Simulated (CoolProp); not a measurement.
The fluid at 293.15 K and 5.11 MPa flows at 0.5 m/s in a round tube of 1 mm bore and 1.5 µm roughness, fully developed (64/Re and Nu = 3.66 if laminar; Colebrook and Gnielinski if turbulent). The same conditions are run with several fluids, on thermodynamics alone (safety and materials aside).

Model: reference Helmholtz-energy equation of state of each fluid (sulfur hexafluoride: Guder 2009; n-heptane: Span 2003; R410A: Lemmon 2003; n-octane: Beckmüller 2019), in CoolProp. Blends and air are pseudo-pure fits.

```json
[
 {"fluid": "sulfur hexafluoride", "Reynolds number": "4840", "Darcy friction factor": "0.0394", "pressure drop (Pa/m)": "7240", "heat-transfer coefficient (W/(m² K))": "1660", "mass flow (kg/h)": "2.08"},
 {"fluid": "n-heptane", "Reynolds number": "792", "Darcy friction factor": "0.0809", "pressure drop (Pa/m)": "6960", "heat-transfer coefficient (W/(m² K))": "461", "mass flow (kg/h)": "0.973"},
 {"fluid": "R410A", "Reynolds number": "4020", "Darcy friction factor": "0.0413", "pressure drop (Pa/m)": "5740", "heat-transfer coefficient (W/(m² K))": "2030", "mass flow (kg/h)": "1.57"},
 {"fluid": "n-octane", "Reynolds number": "617", "Darcy friction factor": "0.104", "pressure drop (Pa/m)": "9170", "heat-transfer coefficient (W/(m² K))": "470", "mass flow (kg/h)": "0.999"}
]
```

Transport values come from each fluid's own correlations.
